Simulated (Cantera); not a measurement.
A perfectly stirred reactor is fed with CH₄ : N₂ = 1 : 3.1 (molar parts), at 90.0 Torr; it is held at 1500 K, and followed from long to short residence time.

Detailed kinetics in Cantera: GRI-Mech 3.0 (53 species, 325 reactions). GRI-Mech 3.0 stops at C3 and has no aromatics, soot or wall deposition, so with more carbon than oxygen in the feed, carbon stays in small species such as C2H2 where larger ones or solid carbon would form.

| quantity | before | after |
|---|---|---|
| x(CH₄) at τ = 5.70 s | 0.101 | 0.0169 |
| x(C₂H) at τ = 5.70 s | 6.83e-9 | 3.09e-9 |
| x(CH₂) at τ = 5.70 s | 6.69e-9 | 7.74e-9 |
| x(C₂H₂) at τ = 5.70 s | 0.0565 | 0.00957 |
| x(C₂H₆) at τ = 5.70 s | 3.81e-5 | 8.46e-6 |
| x(CH₄) at τ = 0.130 s | 0.228 | 0.0352 |
| x(C₂H) at τ = 0.130 s | 5.67e-10 | 1.73e-10 |
| x(CH₂) at τ = 0.130 s | 1.70e-8 | 1.48e-8 |
| x(C₂H₂) at τ = 0.130 s | 0.00372 | 0.000372 |
| x(C₂H₆) at τ = 0.130 s | 0.000274 | 4.06e-5 |

**Question.** Which change was made?
(A) pressure from 90.0 Torr to 760 Torr
(B) CH4 1 to 4.6 parts
(C) pressure from 90.0 Torr to 653 Torr
(D) N2 3.1 to 26 parts

**Answer.** D, N2 3.1 to 26 parts
